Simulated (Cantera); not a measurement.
Input (Python, Cantera) and output of one run.

```python
import numpy as np
import cantera as ct

gas_names = """
    BOCL B2O3 CL2
""".split()
cond_names = """
    B(b) B(L)
""".split()


def load(file, names, dense=False):
    # The tables refer to 1 bar. Condensed volumes are neglected.
    table = {s.name: s for s in ct.Species.list_from_file(file)}
    out = []
    for n in names:
        d = dict(table[n].input_data)
        d["thermo"] = dict(d["thermo"], **{"reference-pressure": 1e5})
        if dense:
            d["equation-of-state"] = {"model": "constant-volume", "density": "1e6 g/cm^3"}
        out.append(ct.Species.from_dict(d))
    return out


species = {s.name: s for s in load("nasa_gas.yaml", gas_names) + load("nasa_condensed.yaml", cond_names)}
# Each term lists the table entries of one substance; the one whose range holds T is used.
reactions = {
    '6 BOCl(g) = 2 B + 2 B2O3(g) + 3 Cl2(g)':
        [(-6, ['BOCL']), (2, ['B(b)', 'B(L)']), (2, ['B2O3']), (3, ['CL2'])],
}


def pick(names, T):
    return next(species[n] for n in names if species[n].thermo.min_temp <= T <= species[n].thermo.max_temp)


results = []
for label, terms in reactions.items():
    print(label)
    print("     T/K   dH/kJ  dS/(J/K)   dG/kJ   log10 K")
    for T in [300, 1748, 1798, 1848, 1898, 1948, 1998, 2048, 2098]:
        used = [(nu, pick(names, T)) for nu, names in terms]
        dH = sum(nu * s.thermo.h(T) for nu, s in used) / 1e6
        dS = sum(nu * s.thermo.s(T) for nu, s in used) / 1e3
        dG = dH - T * dS / 1e3
        logK = -dG * 1e6 / (ct.gas_constant * T * np.log(10))
        results.append((label, T, dH, dS, dG, logK, [s.name for _, s in used]))
        print(f"{T:8g} {dH:8.1f} {dS:8.1f} {dG:8.1f} {logK:8.2f}")
```

It prints:

```
6 BOCl(g) = 2 B + 2 B2O3(g) + 3 Cl2(g)
     T/K   dH/kJ  dS/(J/K)   dG/kJ   log10 K
     300    225.8   -176.2    278.7   -48.52
    1748    234.9   -170.9    533.6   -15.94
    1798    235.6   -170.5    542.1   -15.75
    1848    236.3   -170.1    550.6   -15.56
    1898    237.1   -169.6    559.1   -15.39
    1948    237.9   -169.2    567.6   -15.22
    1998    238.8   -168.8    576.0   -15.06
    2048    239.6   -168.4    584.5   -14.91
    2098    240.6   -167.9    592.9   -14.76
```

Source: NASA polynomial tables (part measured, part estimated), evaluated in Cantera. The tables' values for BOCl are old estimates. Condensed species are held in their standard states even where they would react or evaporate.
